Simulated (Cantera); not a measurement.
## Ignition delay

Mixture: 14.0 % CO, 3.64 % H2, 11.6 % O2, 70.8 % N2, at 7500 Torr, adiabatic and at constant volume. Ignition delay is the time to a rise of 400 K.

Computed with Cantera and GRI-Mech 3.0 (53 species, 325 reactions). The hydrogen kinetics of GRI-Mech 3.0 are dated; newer H2 mechanisms differ, most at raised pressure. Where the delays flatten at high temperature, the 400 K rule measures the pace of heat release, not the induction time.

```
T0 (K)  delay (ms)
------  ----------
1250        0.0213
1325        0.0102
1400       0.00660
1475       0.00494
1550       0.00403
1625       0.00348
1700       0.00313
1775       0.00291
1850       0.00278
```
